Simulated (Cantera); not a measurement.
A perfectly stirred reactor is fed with NO : N₂ = 1 : 2.1 (molar parts), at 0.197 atm; it is held at 1675 K, and followed from long to short residence time.

Model: GRI-Mech 3.0 (53 species, 325 reactions), integrated in Cantera.

Q: What does this change do: pressure from 0.197 atm to 0.987 atm?

A: 
| quantity | before | after |
|---|---|---|
| x(NO) at τ = 21.0 s | 0.273 | 0.196 |
| x(O₂) at τ = 21.0 s | 0.0248 | 0.0632 |
| x(N₂O) at τ = 21.0 s | 2.69e-5 | 1.46e-5 |
| x(O) at τ = 21.0 s | 1.30e-5 | 8.80e-6 |
| x(NO₂) at τ = 21.0 s | 0.000142 | 0.000359 |
| x(NO) at τ = 68.0 ms | 0.322 | 0.321 |
| x(O₂) at τ = 68.0 ms | 6.54e-5 | 0.000417 |
| x(N₂O) at τ = 68.0 ms | 2.77e-5 | 3.71e-5 |
| x(O) at τ = 68.0 ms | 3.77e-6 | 1.93e-6 |
| x(NO₂) at τ = 68.0 ms | 4.10e-5 | 0.000120 |

Q: What does this change do: temperature 1675 to 2075 K?

A: 
```tsv
quantity	before	after
x(NO) at τ = 21.0 s	0.273	0.0296
x(O₂) at τ = 21.0 s	0.0248	0.146
x(N₂O) at τ = 21.0 s	2.69e-5	5.13e-7
x(O) at τ = 21.0 s	1.30e-5	0.00100
x(NO₂) at τ = 21.0 s	0.000142	1.68e-5
x(NO) at τ = 68.0 ms	0.322	0.312
x(O₂) at τ = 68.0 ms	6.54e-5	0.00492
x(N₂O) at τ = 68.0 ms	2.77e-5	4.37e-5
x(O) at τ = 68.0 ms	3.77e-6	0.000287
x(NO₂) at τ = 68.0 ms	4.10e-5	4.46e-5
```
